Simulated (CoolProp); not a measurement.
Hydrogen chloride along the isotherm 61.55 °C: density (kg/m³) from the reference equation and from simpler models built on Tc = 51.5 °C, pc = 8.314 MPa, ω = 0.130; each cubic takes its own stable root.

Model: reference Helmholtz-energy equation of state, Thol 2018, in CoolProp.

| p (MPa) | phase | reference |
|---|---|---|
| 0.0394 | gas | 0.5171 |
| 0.0579 | gas | 0.7604 |
| 0.085 | gas | 1.118 |
| 0.125 | gas | 1.646 |
| 0.183 | gas | 2.416 |
| 0.269 | gas | 3.564 |
| 0.394 | gas | 5.248 |
| 0.579 | gas | 7.773 |
| 0.85 | gas | 11.55 |
| 1.25 | gas | 17.29 |
| 1.83 | gas | 26.00 |
| 2.69 | gas | 39.92 |
| 3.94 | gas | 62.76 |
| 5.79 | gas | 105.1 |
| 8.5 | supercritical | 213.8 |
| 12.5 | supercritical | 644.5 |

### Question
How far does each simpler model (van der Waals, Redlich-Kwong, Soave-Redlich-Kwong) lie from the reference over these 16 states: mean and median of the absolute difference, and the worst?

### Answer
- van der Waals: mean 3.3 %, median 0.6 %, worst -30.2 % at 61.55 °C and 12.5 MPa
- Redlich-Kwong: mean 2.0 %, median 0.3 %, worst -20.2 % at 61.55 °C and 12.5 MPa
- Soave-Redlich-Kwong: mean 2.2 %, median 0.3 %, worst -21.6 % at 61.55 °C and 12.5 MPa
